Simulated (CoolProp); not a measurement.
Saturation properties of nitrogen.

Computed with CoolProp (reference Helmholtz-energy equation of state, Span 2000).

| T (°C) | p (MPa) | liquid cp (kJ/(kg K)) | surface tension (mN/m) |
|---|---|---|---|
| -183.55 | 0.3483 | 2.136 | 6.20 |
| -180.45 | 0.4511 | 2.176 | 5.55 |
| -177.25 | 0.5788 | 2.229 | 4.90 |
| -174.15 | 0.7257 | 2.293 | 4.28 |
| -171.05 | 0.8976 | 2.377 | 3.68 |
| -167.95 | 1.097 | 2.487 | 3.10 |
| -164.75 | 1.334 | 2.642 | 2.52 |
| -161.65 | 1.597 | 2.858 | 1.99 |
| -158.55 | 1.896 | 3.185 | 1.48 |
| -155.45 | 2.233 | 3.743 | 1.00 |
| -152.25 | 2.626 | 4.985 | 0.557 |
| -149.15 | 3.056 | 9.681 | 0.186 |

It boils at -195.8 °C under 1 atm.

Surface tension comes from a separate correlation (Mulero 2012).
